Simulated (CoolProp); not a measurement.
Computed with CoolProp (reference Helmholtz-energy equation of state, Thol 2016).

Question: For hexamethyldisiloxane (MM), give the phase and the cv (kJ/(kg K)) at 620 K and 0.305 bar.

Answer: 
- 620 K and 0.305 bar: gas; cv 2.22
